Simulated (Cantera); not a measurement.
Moist CO burnout

A perfectly stirred reactor is fed with CO : O2 : H2O : N2 = 0.029 : 0.066 : 0.087 : 1 (molar parts), equivalence ratio 0.22, at 9.87 atm; it is held at 1500 K, and followed from long to short residence time.

Computed with Cantera and GRI-Mech 3.0 (53 species, 325 reactions).

```json
[
 {"τ (s)": "18", "x CO": "1.97e-6", "x O2": "0.0441", "x H2O": "0.0745", "x NO2": "1.73e-8", "x N2O": "1.27e-7", "x OH": "2.66e-5"},
 {"τ (s)": "6.8", "x CO": "4.70e-6", "x O2": "0.0441", "x H2O": "0.0745", "x NO2": "8.16e-9", "x N2O": "1.39e-7", "x OH": "2.78e-5"},
 {"τ (s)": "2.5", "x CO": "1.14e-5", "x O2": "0.0441", "x H2O": "0.0745", "x NO2": "4.87e-9", "x N2O": "1.69e-7", "x OH": "3.05e-5"},
 {"τ (s)": "0.92", "x CO": "2.61e-5", "x O2": "0.0441", "x H2O": "0.0745", "x NO2": "4.14e-9", "x N2O": "2.34e-7", "x OH": "3.57e-5"},
 {"τ (s)": "0.34", "x CO": "5.70e-5", "x O2": "0.0441", "x H2O": "0.0745", "x NO2": "4.82e-9", "x N2O": "3.59e-7", "x OH": "4.40e-5"},
 {"τ (s)": "0.13", "x CO": "0.000118", "x O2": "0.0442", "x H2O": "0.0745", "x NO2": "6.68e-9", "x N2O": "5.72e-7", "x OH": "5.54e-5"},
 {"τ (s)": "0.046", "x CO": "0.000254", "x O2": "0.0442", "x H2O": "0.0745", "x NO2": "1.01e-8", "x N2O": "9.38e-7", "x OH": "7.21e-5"},
 {"τ (s)": "0.017", "x CO": "0.000524", "x O2": "0.0443", "x H2O": "0.0744", "x NO2": "1.38e-8", "x N2O": "1.40e-6", "x OH": "9.31e-5"},
 {"τ (s)": "0.0063", "x CO": "0.00107", "x O2": "0.0446", "x H2O": "0.0744", "x NO2": "1.55e-8", "x N2O": "1.80e-6", "x OH": "0.000120"},
 {"τ (s)": "0.0023", "x CO": "0.00216", "x O2": "0.0451", "x H2O": "0.0743", "x NO2": "1.34e-8", "x N2O": "1.91e-6", "x OH": "0.000155"},
 {"τ (s)": "0.00086", "x CO": "0.00412", "x O2": "0.0460", "x H2O": "0.0742", "x NO2": "9.26e-9", "x N2O": "1.71e-6", "x OH": "0.000196"}
]
```
x: mole fraction; the columns are a selection and need not sum to one.
